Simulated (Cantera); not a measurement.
Counterflow diffusion flame

A counterflow diffusion flame at 1.00 bar, nozzles 20 mm apart: fuel side CH4 : CO = 1 : 0.048 (molar parts) at 300 K, oxidiser side O2 : N2 = 0.22 : 0.78 (molar parts) at 575 K, fuel mass flux 1.2 times the oxidiser's; mixture-averaged transport, no radiation.

Computed with Cantera and GRI-Mech 3.0 (53 species, 325 reactions). GRI-Mech 3.0 has no aromatics or soot, which form on the fuel side of real flames. The maximum strain rate includes the flame's own expansion and is several times the mean.

```json
[
 {"oxidiser flux (kg/m²/s)": "0.25", "max strain (1/s)": "221", "mean strain (1/s)": "43.2", "T max (K)": "2183", "peak x OH": "0.00970", "peak x H": "0.00492", "peak x NO": "0.000332", "peak x CO": "0.0659", "peak x C2H2": "0.0150"},
 {"oxidiser flux (kg/m²/s)": "0.35", "max strain (1/s)": "297", "mean strain (1/s)": "60.5", "T max (K)": "2167", "peak x OH": "0.00963", "peak x H": "0.00513", "peak x NO": "0.000304", "peak x CO": "0.0647", "peak x C2H2": "0.0141"},
 {"oxidiser flux (kg/m²/s)": "0.48", "max strain (1/s)": "395", "mean strain (1/s)": "83.0", "T max (K)": "2153", "peak x OH": "0.00956", "peak x H": "0.00533", "peak x NO": "0.000278", "peak x CO": "0.0639", "peak x C2H2": "0.0133"},
 {"oxidiser flux (kg/m²/s)": "0.66", "max strain (1/s)": "528", "mean strain (1/s)": "114", "T max (K)": "2140", "peak x OH": "0.00947", "peak x H": "0.00554", "peak x NO": "0.000250", "peak x CO": "0.0633", "peak x C2H2": "0.0126"},
 {"oxidiser flux (kg/m²/s)": "0.91", "max strain (1/s)": "709", "mean strain (1/s)": "157", "T max (K)": "2126", "peak x OH": "0.00935", "peak x H": "0.00573", "peak x NO": "0.000220", "peak x CO": "0.0629", "peak x C2H2": "0.0119"},
 {"oxidiser flux (kg/m²/s)": "1.3", "max strain (1/s)": "984", "mean strain (1/s)": "225", "T max (K)": "2106", "peak x OH": "0.00907", "peak x H": "0.00586", "peak x NO": "0.000182", "peak x CO": "0.0625", "peak x C2H2": "0.0109"},
 {"oxidiser flux (kg/m²/s)": "1.7", "max strain (1/s)": "1260", "mean strain (1/s)": "294", "T max (K)": "2086", "peak x OH": "0.00875", "peak x H": "0.00589", "peak x NO": "0.000151", "peak x CO": "0.0624", "peak x C2H2": "0.00997"},
 {"oxidiser flux (kg/m²/s)": "2.4", "max strain (1/s)": "1740", "mean strain (1/s)": "415", "T max (K)": "2058", "peak x OH": "0.00823", "peak x H": "0.00582", "peak x NO": "0.000111", "peak x CO": "0.0625", "peak x C2H2": "0.00866"},
 {"oxidiser flux (kg/m²/s)": "3.3", "max strain (1/s)": "2350", "mean strain (1/s)": "571", "T max (K)": "2023", "peak x OH": "0.00750", "peak x H": "0.00555", "peak x NO": "7.46e-5", "peak x CO": "0.0627", "peak x C2H2": "0.00709"}
]
```
x: mole fraction; the columns are a selection and need not sum to one.
